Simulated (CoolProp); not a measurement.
Vapour-liquid equilibrium of cyclohexane (1) + n-octane (2) at 378.5 K; x and y are mole fractions of (1).

Model: multi-fluid Helmholtz-energy mixture model, Zhou 2014 and Beckmüller 2019; pair parameters Bell 2016, in CoolProp.

Q: Give the bubble pressure and the first vapour's composition at x = 0.55, 0.75, 0.85. Is there an azeotrope?

A: x = 0.55: 1.347 bar, y = 0.805; x = 0.75: 1.640 bar, y = 0.909; x = 0.85: 1.787 bar, y = 0.949. No azeotrope shows between x = 0.05 and 0.95.

The pair parameters rest on a limited set of measurements; away from them the model extrapolates.
